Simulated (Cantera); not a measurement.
An isothermal, constant-pressure homogeneous reactor starts with CH3OH : O2 : N2 = 0.004 : 0.0048 : 1 (molar parts), equivalence ratio 1.3, at 1350 K and 750 Torr.

Computed with Cantera and GRI-Mech 3.0 (53 species, 325 reactions). GRI-Mech 3.0 was tuned for natural gas; its chemistry of methanol as a main component is partial and can be far from experiment.

One state of this run: x CH3OH = <1e-12; x O2 = 1.56e-12; x HO2 = <1e-12; x H2 = 0.00128; x H2O = 0.00662; x NO = 4.97e-7; x CH4 = <1e-12. x: mole fraction; the columns are a selection and need not sum to one.

Which value of t (s) does it belong to?
(A) 6.59
(B) 7.00e-5
(C) 300
(D) 0.977

C, 300
